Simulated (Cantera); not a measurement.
Feed: 1 mol CS2, 0.005 mol SO2, equilibrated at 3475 K and 10.0 mbar.

Method: chemical equilibrium by Gibbs-energy minimisation in Cantera with the NASA 1993 tables (ideal gas, pure condensed phases). Candidate condensed phases: C, S; 22 gas species. Kinetics and transport are ignored.

Base state: S 0.504, CS 0.476, C 0.0102, CO 0.00493, S2 0.00360, C2 0.000445, CS2 0.000442, C3 0.000163 (mole fractions); condensed: gas only.

Task: What changes in the equilibrium state with this change: temperature from 3475 K to 1000 K?

Result: 
```json
[
 {"species": "CS2", "before": "0.000442", "after": "0.877"},
 {"species": "S2", "before": "0.00360", "after": "0.113"},
 {"species": "CO", "before": "0.00493", "after": "0.00864"},
 {"species": "S", "before": "0.504", "after": "2.33e-8"},
 {"species": "CS", "before": "0.476", "after": "9.97e-7"},
 {"species": "C", "before": "0.0102", "after": "<1e-9"},
 {"species": "C2", "before": "0.000445", "after": "<1e-9"},
 {"species": "C3", "before": "0.000163", "after": "<1e-9"},
 {"species": "COS", "before": "7.92e-8", "after": "0.00125"},
 {"species": "C(graphite), mol", "before": "0", "after": "0.103"}
]
```
Gases not in the tables: S3 to S7.

Task: What changes in the equilibrium state with this change: pressure from 10.0 mbar to 1.33 mbar?

Result: 
| species | before | after |
|---|---|---|
| S | 0.504 | 0.537 |
| CS | 0.476 | 0.396 |
| C | 0.0102 | 0.0595 |
| CS2 | 0.000442 | 5.21e-5 |
| S2 | 0.00360 | 0.000543 |
| C2 | 0.000445 | 0.00203 |

Task: What changes in the equilibrium state with this change: SO2 from 0.005 to 0.014 mol?

Result: 
| species | before | after |
|---|---|---|
| S | 0.504 | 0.510 |
| CS | 0.476 | 0.462 |
| CO | 0.00493 | 0.0136 |
| C | 0.0102 | 0.00973 |
| C3 | 0.000163 | 0.000143 |
| C2 | 0.000445 | 0.000409 |
